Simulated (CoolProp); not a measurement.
The numbers come from the reference Helmholtz-energy equation of state, Thol 2016 in CoolProp.

Give the vapour pressure (MPa), liquid density (kg/m³), surface tension (mN/m) of saturated hexamethyldisiloxane (MM) at 153.95, 172.45, 200.15 °C.


```csv
T (°C),p (MPa),liquid density (kg/m³),surface tension (mN/m)
153.95,0.382,604,5.05
172.45,0.556,575,3.79
200.15,0.923,523,2.07
```

Surface tension comes from a separate correlation (Mulero 2014), older than this fluid's equation and unchecked against measurements.
